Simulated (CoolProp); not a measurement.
Vapour-liquid equilibrium of n-heptane (1) + p-xylene (2) at 0.854 MPa; x and y are mole fractions of (1).

Values from CoolProp's multi-fluid Helmholtz-energy mixture model, Span 2003 and Zhou 2012; pair parameters Bell 2016.

**Question.** Give the bubble temperature and the first vapour's composition at x = 0.05, 0.5, 0.95. Is there an azeotrope?

**Answer.** x = 0.05: 509.8 K, y = 0.098; x = 0.5: 483.5 K, y = 0.653; x = 0.95: 466.8 K, y = 0.970. No azeotrope shows between x = 0.05 and 0.95.

Pair parameters are fitted to limited data, so mixtures are less certain than the pure fluids.
